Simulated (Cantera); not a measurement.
Source: NASA polynomial tables (part measured, part estimated), evaluated in Cantera. Values are per mole of reaction as written; species without (g) are pure solids or liquids, kept so even where they would boil at 1 bar.

Between 1248 and 1698 K, where is each reaction favourable under standard conditions?
- 2 Nb2O5 + Nb = 5 NbO2(g)


- 2 Nb2O5 + Nb = 5 NbO2(g): ΔG° is 1554 kJ at 1248 K and 1144 kJ at 1698 K; it stays positive (K < 1). ΔH° is 2663 kJ and ΔS° 895 J/K at 1698 K.
